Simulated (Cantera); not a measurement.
# Gas-phase reforming

An isothermal, constant-pressure homogeneous reactor starts with CH4 : CO2 = 0.73 : 4.2 (molar parts), at 1975 K and 100000 Pa.

Model: GRI-Mech 3.0 (53 species, 325 reactions), integrated in Cantera.

```json
[
 {"t (s)": "0.000700", "x CH4": "0.0244", "x CO2": "0.629", "x C2H2": "0.0440", "x CH2O": "0.000153", "x H2": "0.0564", "x O2": "3.65e-8"},
 {"t (s)": "0.00178", "x CH4": "0.00529", "x CO2": "0.523", "x C2H2": "0.0437", "x CH2O": "0.000116", "x H2": "0.0272", "x O2": "1.22e-7"},
 {"t (s)": "0.00451", "x CH4": "0.00182", "x CO2": "0.447", "x C2H2": "0.0258", "x CH2O": "5.13e-5", "x H2": "0.0308", "x O2": "2.62e-7"},
 {"t (s)": "0.0114", "x CH4": "0.000923", "x CO2": "0.384", "x C2H2": "0.00665", "x CH2O": "1.43e-5", "x H2": "0.0415", "x O2": "3.48e-7"},
 {"t (s)": "0.0290", "x CH4": "4.00e-5", "x CO2": "0.361", "x C2H2": "0.000151", "x CH2O": "4.91e-7", "x H2": "0.0461", "x O2": "5.57e-7"},
 {"t (s)": "0.0737", "x CH4": "3.30e-11", "x CO2": "0.361", "x C2H2": "9.18e-11", "x CH2O": "7.73e-9", "x H2": "0.0462", "x O2": "8.94e-7"},
 {"t (s)": "0.187", "x CH4": "1.21e-11", "x CO2": "0.361", "x C2H2": "<1e-12", "x CH2O": "7.73e-9", "x H2": "0.0462", "x O2": "8.94e-7"},
 {"t (s)": "0.475", "x CH4": "1.21e-11", "x CO2": "0.361", "x C2H2": "<1e-12", "x CH2O": "7.73e-9", "x H2": "0.0462", "x O2": "8.94e-7"},
 {"t (s)": "1.21", "x CH4": "1.21e-11", "x CO2": "0.361", "x C2H2": "<1e-12", "x CH2O": "7.73e-9", "x H2": "0.0462", "x O2": "8.94e-7"},
 {"t (s)": "3.06", "x CH4": "1.21e-11", "x CO2": "0.361", "x C2H2": "<1e-12", "x CH2O": "7.73e-9", "x H2": "0.0462", "x O2": "8.94e-7"},
 {"t (s)": "7.76", "x CH4": "1.21e-11", "x CO2": "0.361", "x C2H2": "<1e-12", "x CH2O": "7.73e-9", "x H2": "0.0462", "x O2": "8.94e-7"},
 {"t (s)": "19.7", "x CH4": "1.21e-11", "x CO2": "0.361", "x C2H2": "<1e-12", "x CH2O": "7.73e-9", "x H2": "0.0462", "x O2": "8.94e-7"},
 {"t (s)": "50.0", "x CH4": "1.21e-11", "x CO2": "0.361", "x C2H2": "<1e-12", "x CH2O": "7.73e-9", "x H2": "0.0462", "x O2": "8.94e-7"}
]
```
x: mole fraction; the columns are a selection and need not sum to one.

Equilibrium at this temperature and pressure: CH4 1.28e-11, CO2 0.361, C2H2 <1e-12, CH2O 7.73e-9, H2 0.0462, O2 8.94e-7 (gas phase only).
